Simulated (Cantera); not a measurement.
## Silicon epitaxy and polysilicon growth: SiCl4 + Cl2 + N2

Input: 1 mol SiCl4, 0.13 mol Cl2, a varied amount of N2, held at 1025 K and 0.0430 bar.

These are equilibrium values from Cantera (NASA tables, ideal gas, pure condensed phases), not measurements of a reactor. Candidate condensed phases: Si, Si3N4; 13 gas species. Equilibrium is a limit: real reactors are often held back by kinetics, nucleation or transport.

| n(N2) (mol) | x N2 | x SiCl4 | x Cl2 | x Cl | x SiCl3 |
|---|---|---|---|---|---|
| 15 | 0.930 | 0.0620 | 0.00794 | 0.000240 | 4.92e-9 |
| 19 | 0.944 | 0.0497 | 0.00635 | 0.000215 | 4.41e-9 |
| 24 | 0.955 | 0.0398 | 0.00508 | 0.000192 | 3.95e-9 |
| 30 | 0.964 | 0.0321 | 0.00409 | 0.000173 | 3.56e-9 |
| 38 | 0.971 | 0.0256 | 0.00325 | 0.000154 | 3.18e-9 |
| 48 | 0.977 | 0.0204 | 0.00258 | 0.000137 | 2.84e-9 |
| 60 | 0.981 | 0.0164 | 0.00207 | 0.000123 | 2.55e-9 |
| 75 | 0.985 | 0.0131 | 0.00165 | 0.000110 | 2.29e-9 |
| 95 | 0.988 | 0.0104 | 0.00130 | 9.74e-5 | 2.04e-9 |
| 120 | 0.991 | 0.00826 | 0.00103 | 8.66e-5 | 1.82e-9 |
| 150 | 0.992 | 0.00662 | 0.000821 | 7.73e-5 | 1.63e-9 |
| 190 | 0.994 | 0.00523 | 0.000646 | 6.86e-5 | 1.46e-9 |
x: gas mole fraction; nothing condenses.

From 15 mol N2 to 190 mol N2 nothing is condensed. The main Si-bearing gas is SiCl4 throughout.
